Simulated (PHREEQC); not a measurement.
Synthetic water in mg/kgw, 25 °C, pH 6.7, pe 9:

```csv
constituent,mg/kgw
Na,0.171
K,0.00274
Ca,0.0775
Mg,0.0493
Cl,0.186
S(6) as SO4,0.226
Alkalinity as HCO3,0.338
Pb,0.0208
```

Na is adjusted to close the charge balance.
Valence states are taken as typed.

Equilibrium calculation in PHREEQC: ion-association model, phreeqc.dat.

| quantity | before | after |
|---|---|---|
| HCO3- (mol/kgw) | 5.67e-6 | 5.35e-6 |
| CO2 (mol/kgw) | 2.53e-6 | 2.05e-6 |
| Pb+2 (mol/kgw) | 8.93e-8 | 8.86e-8 |
| PbOH+ (mol/kgw) | 8.58e-9 | 8.51e-9 |
| PbCO3 (mol/kgw) | 2.01e-9 | 2.79e-9 |
| CO3-2 (mol/kgw) | 1.35e-9 | 1.90e-9 |
| SI of Pb(OH)2 (Pb(OH)2) | -1.81 | -0.88 |
| SI of Cerussite (PbCO3) | -2.81 | -2.99 |

What was changed between the two runs?
A. pH from 6.7 to 7.7 at the same alkalinity
B. all concentrations times 3 at the same typed pH
C. temperature from 25 to 55 °C at the same typed pH
D. Alkalinity from 0.338 to 0.169 mg/kgw

C, temperature from 25 to 55 °C at the same typed pH

Precipitation was switched off in this run. Away from 25 °C the constants follow the database's enthalpies or fits; those with neither stay at their 25 °C values.
